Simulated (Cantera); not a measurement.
Feed: 1 mol Si3N4, 1.4 mol H2, 0.79 mol N2, equilibrated at 1577 °C and 12.0 Pa.

These are equilibrium values from Cantera (NASA tables, ideal gas, pure condensed phases), not measurements of a reactor. Candidate condensed phases: Si, Si3N4; 18 gas species. The tables' values for SiN are old estimates; treat these amounts as uncertain. Gases not in the tables: Si2H6 and higher silanes. Rates play no part.

Base state: N2 0.620, H2 0.298, Si 0.0537, H 0.0268, Si2 0.000376, SiH 0.000319, Si2N 0.000271, SiN 0.000178 (mole fractions); condensed: Si(l).

Task: What changes in the equilibrium state with this change: temperature from 1577 °C to 700 °C?

Result: 
| species | before | after |
|---|---|---|
| H2 | 0.298 | 0.639 |
| N2 | 0.620 | 0.361 |
| H | 0.0268 | 7.92e-8 |
| Si | 0.0537 | <1e-9 |
| Si2 | 0.000376 | <1e-9 |
| SiH | 0.000319 | <1e-9 |
| Si(l), mol | 2.75 | 0 |
| Si3N4(s), mol | 0 | 1.00 |
